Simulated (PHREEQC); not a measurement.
0.017 g of hydrous ferric oxide (600 m²/g; 0.2 weak and 0.005 strong sites per Fe, Dzombak-Morel constants, diffuse double layer) in 1 kg of water with 0.005 mol/kgw of an inert sodium salt and 0.0045 mmol/kgw Na2SO4, at 25 °C; the pH is set by adding NaOH or the inert anion's acid. Oxygen alone is held at its pressure in air (log pO2 = -0.68). CO2 from the air is kept out. Precipitation was switched off in this run.

Model: ion-association model, wateq4f.dat, run in PHREEQC.

```csv
pH,S sorbed (%),surface charge σ (C/m²),surface potential ψ (mV)
4,99.2,0.141,180
4.5,…,0.099,163
5,89.2,0.067,143
5.5,67.3,0.046,124
6,35.3,0.032,…
6.5,10.5,0.021,86
7,1.7,…,62
7.5,0.2,0.006,34
8,0.0,0.001,6
8.5,0.0,-0.004,-22
9,0.0,-0.009,-50
9.5,0.0,-0.018,…
10,0.0,-0.030,-103
10.5,0.0,-0.050,-127
11,0.0,-0.081,-148
11.5,0.0,-0.132,-164
12,0.0,-0.215,-172
```

Fill in the missing entries.


- 4.5, S sorbed (%): 97.2
- 6, surface potential ψ (mV): 106
- 7, surface charge σ (C/m²): 0.012
- 9.5, surface potential ψ (mV): -77

Species that the database lacks are ignored.
